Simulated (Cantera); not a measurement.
# C2F6 + H2 (fluorocarbon and chlorocarbon gases)

A closed system holds: 1 mol C2F6, 3.1 mol H2, at 31000 Pa.

Cantera equilibrium calculation (NASA polynomials, part measured and part estimated; ideal gas, pure solids and liquids). Candidate condensed phases: C, C6H6, C7H8, C8H18; 95 gas species. The feed counts by its element totals alone. The numbers say what is thermodynamically allowed, not how fast it happens.

From 1198 K to 2598 K the condensed part is C(graphite). The main C-bearing gas is CH4 at 1198 K and C2H2 (acetylene) at 2598 K.

| T (K) | log p HF | log p H2 | log p H | log p F | n C(graphite) |
|---|---|---|---|---|---|
| 1198 | -0.52 | -2.29 | -7.87 | -11.83 | 2.00 |
| 1398 | -0.52 | -2.29 | -6.47 | -9.60 | 2.00 |
| 1598 | -0.52 | -2.29 | -5.42 | -7.92 | 2.00 |
| 1798 | -0.52 | -2.30 | -4.60 | -6.60 | 2.00 |
| 1998 | -0.52 | -2.30 | -3.94 | -5.55 | 2.00 |
| 2198 | -0.52 | -2.31 | -3.41 | -4.68 | 2.00 |
| 2398 | -0.52 | -2.34 | -2.97 | -3.95 | 2.00 |
| 2598 | -0.52 | -2.39 | -2.62 | -3.31 | 2.00 |
log p: log10 of the partial pressure in bar; n: condensed amount in mol.
